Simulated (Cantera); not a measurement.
A perfectly stirred reactor is fed with 8.70 % CH3OH, 19.2 % O2, 72.1 % N2, at 9.47 atm; it is adiabatic with a 350 K inlet, and is followed from long to short residence time, starting on the burning branch (τ in s: 0.32, 0.15, 0.065, 0.029, 0.013, 0.0059, 0.0026, 0.0012, 0.00053, 0.00024, 0.00011, 4.8e-05, 2.2e-05).

Computed with Cantera and GRI-Mech 3.0 (53 species, 325 reactions). GRI-Mech 3.0 was tuned for natural gas; its chemistry of methanol as a main component is partial and can be far from experiment.

Q: Predict: blow-out, bracketed by the residence times tried; x(CH3OH) at τ = 0.320 s; x(O2) at τ = 0.320 s; x(CH3) at τ = 0.320 s; x(OH) at τ = 0.320 s; x(H2O2) at τ = 0.320 s; x(CH3OH) at τ = 2.60 ms; x(O2) at τ = 2.60 ms; x(CH3) at τ = 2.60 ms; x(OH) at τ = 2.60 ms; x(H2O2) at τ = 2.60 ms.

A: 
* **blow-out, bracketed by the residence times tried**: burning at 0.110 ms, out at 48.0 µs
* **x(CH3OH) at τ = 0.320 s**: 2.84e-7
* **x(O2) at τ = 0.320 s**: 0.0589
* **x(CH3) at τ = 0.320 s**: 8.62e-9
* **x(OH) at τ = 0.320 s**: 0.000646
* **x(H2O2) at τ = 0.320 s**: 1.67e-7
* **x(CH3OH) at τ = 2.60 ms**: 1.70e-5
* **x(O2) at τ = 2.60 ms**: 0.0595
* **x(CH3) at τ = 2.60 ms**: 2.31e-7
* **x(OH) at τ = 2.60 ms**: 0.00126
* **x(H2O2) at τ = 2.60 ms**: 5.36e-7
